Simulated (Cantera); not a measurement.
**Pyrogenic steam for wet oxidation**

An isothermal, constant-pressure homogeneous reactor starts with H2 : O2 : N2 = 1.8 : 1 : 2 (molar parts), equivalence ratio 0.90, at 823 K and 0.670 bar.

Detailed kinetics in Cantera: GRI-Mech 3.0 (53 species, 325 reactions). Below about 950 K walls govern HO2 and H2O2 in real vessels. The temperature is held fixed by assumption; the heat of reaction is taken as removed at once.

```json
[
 {"t (s)": "2.00e-6", "x H2": "0.375", "x O2": "0.208", "x OH": "<1e-12", "x NO": "<1e-12", "x H2O2": "<1e-12"},
 {"t (s)": "1.78e-5", "x H2": "0.375", "x O2": "0.208", "x OH": "<1e-12", "x NO": "<1e-12", "x H2O2": "<1e-12"},
 {"t (s)": "0.000159", "x H2": "0.375", "x O2": "0.208", "x OH": "<1e-12", "x NO": "<1e-12", "x H2O2": "<1e-12"},
 {"t (s)": "0.00142", "x H2": "0.375", "x O2": "0.208", "x OH": "<1e-12", "x NO": "<1e-12", "x H2O2": "3.55e-12"},
 {"t (s)": "0.0126", "x H2": "0.375", "x O2": "0.208", "x OH": "<1e-12", "x NO": "<1e-12", "x H2O2": "2.88e-10"},
 {"t (s)": "0.113", "x H2": "0.375", "x O2": "0.208", "x OH": "<1e-12", "x NO": "<1e-12", "x H2O2": "2.75e-8"},
 {"t (s)": "1.01", "x H2": "0.375", "x O2": "0.208", "x OH": "1.24e-11", "x NO": "<1e-12", "x H2O2": "1.07e-5"},
 {"t (s)": "8.97", "x H2": "0.366", "x O2": "0.203", "x OH": "1.22e-9", "x NO": "<1e-12", "x H2O2": "0.00116"},
 {"t (s)": "80.0", "x H2": "0.156", "x O2": "0.101", "x OH": "2.31e-9", "x NO": "<1e-12", "x H2O2": "0.000772"}
]
```
x: mole fraction; the columns are a selection and need not sum to one.

Equilibrium at this temperature and pressure: H2 <1e-12, O2 0.0256, OH 2.43e-9, NO 8.34e-7, H2O2 1.09e-11 (gas phase only).
